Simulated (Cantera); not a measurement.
# Premixed flame

A freely propagating, adiabatic, planar premixed flame of H₂ : O₂ : N₂ : H₂O = 1 : 0.238 : 0.895 : 0.46 (molar parts), equivalence ratio 2.1, unburnt at 600 K and 101000 Pa; mixture-averaged transport, grid criteria slope 0.08 and curve 0.16, no radiation.

Model: the H2/O2 subset of GRI-Mech 3.0, which has no nitrogen chemistry, integrated in Cantera. Burning velocities carry a grid error of a few per cent, more on coarse grids.

| z (mm) | T (K) | u (m/s) | x H₂ | x O₂ | x H₂O | x O | x OH | x HO₂ |
|---|---|---|---|---|---|---|---|---|
| -1.17 | 600 | 6.21 | 0.386 | 0.0918 | 0.177 | <1e-8 | <1e-8 | <1e-8 |
| -0.781 | 600 | 6.21 | 0.386 | 0.0918 | 0.177 | <1e-8 | <1e-8 | <1e-8 |
| -0.585 | 600 | 6.21 | 0.386 | 0.0918 | 0.177 | <1e-8 | <1e-8 | 1.88e-8 |
| -0.390 | 600 | 6.21 | 0.385 | 0.0918 | 0.178 | 1.12e-8 | <1e-8 | 1.90e-6 |
| -0.195 | 635 | 6.50 | 0.378 | 0.0918 | 0.181 | 1.13e-5 | 5.84e-5 | 0.000347 |
| -0.0976 | 842 | 8.43 | 0.349 | 0.0850 | 0.205 | 0.000180 | 0.000498 | 0.000279 |
| 0 | 1160 | 11.4 | 0.291 | 0.0613 | 0.262 | 0.00117 | 0.00113 | 0.000117 |
| 0.0976 | 1390 | 13.5 | 0.232 | 0.0275 | 0.329 | 0.00182 | 0.00242 | 4.24e-5 |
| 0.195 | 1507 | 14.6 | 0.205 | 0.00890 | 0.365 | 0.00128 | 0.00315 | 1.27e-5 |
| 0.390 | 1606 | 15.5 | 0.198 | 0.00131 | 0.382 | 0.000699 | 0.00346 | 1.81e-6 |
| 0.781 | 1693 | 16.2 | 0.203 | 0.000392 | 0.386 | 0.000433 | 0.00324 | 5.74e-7 |
| 1.56 | 1770 | 16.8 | 0.209 | 0.000195 | 0.390 | 0.000229 | 0.00264 | 3.02e-7 |
| 3.12 | 1829 | 17.3 | 0.213 | 8.38e-5 | 0.393 | 9.96e-5 | 0.00189 | 1.41e-7 |
x: mole fraction of selected species; z is measured from the peak of heat release.

* **laminar burning velocity**: 621 cm/s
* **thermal thickness**: 0.390 mm
* **peak x(O)**: 0.00184
* **peak x(OH)**: 0.00346
* **peak x(HO₂)**: 0.000410
* **grid points**: 115
